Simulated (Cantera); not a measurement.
Cantera run:

```python
import numpy as np
import cantera as ct

gas_names = [...]  # 95 gases of nasa_gas.yaml made of C, F, H
cond_names = """
    C(gr) C6H6(L) C7H8(L) C8H18(L),n-octa
""".split()


# ... load() reads the species with a 1 bar reference pressure and builds the phases ...
atoms = {
    'CH2F2': {'C': 1, 'H': 2, 'F': 2},
    'CH4': {'C': 1, 'H': 4},
    'H2': {'H': 2},
    'F2': {'F': 2},
}
top_T = {'C(gr)': 4500}  # K; cautious upper limits of use, not melting points


# ... equilibrate(T, P, feed) seeds the gas with the atoms and calls Mixture.equilibrate('TP', solver="vcs", rtol=1e-11, max_steps=5000) ...
results = []
feed = {'CH2F2': 1, 'CH4': 0.65, 'H2': 0.19, 'F2': 0.028}  # mol
T = 3173.15  # K
for P in [1, 3.6, 13, 46, 170, 600, 2200, 7700, 28000, 100000]:
    mix = equilibrate(T, P, feed)
    results.append((T, P, feed, dict(zip(mix.species_names, mix.species_moles))))

top = {s: max(r[3][s] / sum(r[3][g] for g in gas_names) for r in results) for s in gas_names}
cols = sorted((s for s in top if top[s] > 0.001), key=lambda s: -top[s])[:6]
seen = [c for c in cond_names if any(r[3].get(c, 0) > 1e-12 for r in results)]
print("log10 of partial pressures in bar; condensed amounts in mol")
print(f"{'P/Pa':>10s}" + "".join(f"{s[:9]:>10s}" for s in cols + seen))
for T, P, feed, n in results:
    ng = sum(n[g] for g in gas_names)
    print(f"{P:10.4g}" + "".join(f"{np.log10(max(n[s] / ng * P / 1e5, 1e-99)):10.3f}" for s in cols)
          + "".join(f"{n.get(c, 0):10.4g}" for c in seen))
```

Output:

```
log10 of partial pressures in bar; condensed amounts in mol
      P/Pa         H        HF        H2         F         C        C3     C(gr)
         1    -5.242    -7.625    -9.317    -5.629    -5.726    -9.071         0
       3.6    -4.685    -6.520    -8.204    -5.080    -5.185    -7.449         0
        13    -4.125    -5.426    -7.084    -4.546    -4.698    -5.987         0
        46    -3.576    -4.402    -5.985    -4.072    -4.334    -4.893         0
       170    -3.026    -3.485    -4.885    -3.705    -4.051    -4.046         0
       600    -2.514    -2.755    -3.862    -3.486    -3.826    -3.370         0
      2200    -2.020    -2.097    -2.873    -3.323    -3.623    -2.762         0
      7700    -1.569    -1.462    -1.972    -3.139    -3.619    -2.750     1.075
   2.8e+04    -1.186    -0.851    -1.206    -2.910    -3.619    -2.750     1.319
     1e+05    -0.856    -0.269    -0.546    -2.659    -3.619    -2.750     1.364
```

These are equilibrium values from Cantera (NASA tables, ideal gas, pure condensed phases), not measurements of a reactor.
